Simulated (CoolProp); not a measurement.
The numbers come from the reference Helmholtz-energy equation of state, Lemmon 2006 in CoolProp. It is a short technical equation, of lower accuracy than the large ones.

**Question.** For n-decane, give the phase and the speed of sound (m/s), Joule-Thomson coefficient (K/MPa), expansivity (1/kK), conductivity (mW/(m K)) at 346.85 °C and 0.263 MPa; 346.85 °C and 0.657 MPa; 346.85 °C and 0.788 MPa.

**Answer.** 
- 346.85 °C and 0.263 MPa: gas; speed of sound 184, Joule-Thomson coefficient 8.66, expansivity 1.93, conductivity 40.7
- 346.85 °C and 0.657 MPa: gas; speed of sound 170, Joule-Thomson coefficient 9.91, expansivity 2.60, conductivity 40.4
- 346.85 °C and 0.788 MPa: gas; speed of sound 165, Joule-Thomson coefficient 10.4, expansivity 2.91, conductivity 40.4

Thermal conductivity comes from a separate model (Huber 2005).
